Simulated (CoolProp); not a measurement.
The numbers come from the reference Helmholtz-energy equation of state, Span 2000 in CoolProp.

### Question
Give the vapour pressure (MPa), liquid density (kg/m³), liquid cp (kJ/(kg K)), vapour Z of saturated nitrogen at -178.25, -175.65, -155.05 °C.

### Answer
```json
[
 {"T (°C)": "-178.25", "p (MPa)": "0.536", "liquid density (kg/m³)": "719", "liquid cp (kJ/(kg K))": "2.21", "vapour Z": "0.861"},
 {"T (°C)": "-175.65", "p (MPa)": "0.652", "liquid density (kg/m³)": "704", "liquid cp (kJ/(kg K))": "2.26", "vapour Z": "0.841"},
 {"T (°C)": "-155.05", "p (MPa)": "2.28", "liquid density (kg/m³)": "547", "liquid cp (kJ/(kg K))": "3.85", "vapour Z": "0.600"}
]
```
